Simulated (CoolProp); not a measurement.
Values from CoolProp's reference Helmholtz-energy equation of state, Lemmon 2003. It is a pseudo-pure fit of the blend.

### Question
For R410A, give the phase and the cp (kJ/(kg K)), cv (kJ/(kg K)), Joule-Thomson coefficient (K/MPa), isothermal compressibility (1/MPa) at 317.8 K and 4.05 MPa; 408.9 K and 4.05 MPa; 448 K and 4.05 MPa.

### Answer
- 317.8 K and 4.05 MPa: liquid; cp 1.90, cv 0.952, Joule-Thomson coefficient 0.656, isothermal compressibility 0.0167
- 408.9 K and 4.05 MPa: gas; cp 1.21, cv 0.928, Joule-Thomson coefficient 7.22, isothermal compressibility 0.301
- 448 K and 4.05 MPa: gas; cp 1.18, cv 0.957, Joule-Thomson coefficient 5.39, isothermal compressibility 0.279
